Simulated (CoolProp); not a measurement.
Properties of n-dodecane at several states.

The numbers come from the reference Helmholtz-energy equation of state, Lemmon 2004 in CoolProp. It is a short technical equation, of lower accuracy than the large ones.

```
T (°C)  p (MPa)   phase  density (kg/m³)  Prandtl number
------  -------  ------  ---------------  --------------
218.15     2.41  liquid            598.7               ?
331.15   0.0184     gas           0.6273           0.756
60.05      1.54  liquid                ?               ?
```

### Question
Some entries are withheld; supply them.

### Answer

- 218.15, Prandtl number: 6.18
- 60.05, density (kg/m³): 721.1
- 60.05, Prandtl number: 14.9

Viscosity comes from a separate model (Huber 2004). Thermal conductivity comes from a separate model (Huber 2004).
